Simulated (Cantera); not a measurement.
Charge: 1 mol Al2O3, 39 mol H2, at 1098 K and 1 atm.

These are equilibrium values from Cantera (NASA tables, ideal gas, pure condensed phases), not measurements of a reactor. Candidate condensed phases: Al, Al2O3, H2O; 19 gas species. Rates play no part.

Base state: H2 1.00 (mole fractions); condensed: Al2O3(s).

### Question
What changes in the equilibrium state with this change: temperature from 1098 K to 2400 K?

### Answer
| species | before | after |
|---|---|---|
| H2 | 1.00 | 0.981 |
| H | 2.46e-8 | 0.0156 |
| H2O | <1e-9 | 0.00223 |
| Al | <1e-9 | 0.000675 |
| Al2O | <1e-9 | 0.000503 |
| AlOH | <1e-9 | 0.000161 |
| AlH | <1e-9 | 9.06e-5 |
| Al2O3(s), mol | 1.00 | 0 |
| Al2O3(l), mol | 0 | 0.962 |
The tables' values for AlOH are old estimates; treat these amounts as uncertain.
